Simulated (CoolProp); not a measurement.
R1233zd(E) along the isotherm 450 K: density (kg/m³) from the reference equation and from simpler models built on Tc = 438.9 K, pc = 3583 kPa, ω = 0.304; each cubic takes its own stable root.

Values from CoolProp's reference Helmholtz-energy equation of state, Akasaka 2022.

```
p (kPa)          phase  reference
-------  -------------  ---------
56.6               gas      1.984
129                gas      4.553
293                gas      10.50
668                gas      24.87
1520               gas      62.52
3460               gas      212.2
7870     supercritical      823.1
17900    supercritical      963.7
```

Problem. How far does each simpler model (ideal gas, van der Waals, Redlich-Kwong, Soave-Redlich-Kwong, Peng-Robinson) lie from the reference over these 8 states: mean and median of the absolute difference, and the worst?

Solution. 
- ideal gas: mean 21.4 %, median 10.8 %, worst -66.7 % at 450 K and 7870 kPa
- van der Waals: mean 8.0 %, median 1.6 %, worst -28.2 % at 450 K and 7870 kPa
- Redlich-Kwong: mean 2.9 %, median 0.3 %, worst -13.4 % at 450 K and 7870 kPa
- Soave-Redlich-Kwong: mean 3.5 %, median 0.5 %, worst -14.7 % at 450 K and 7870 kPa
- Peng-Robinson: mean 1.3 %, median 0.7 %, worst -5.7 % at 450 K and 7870 kPa
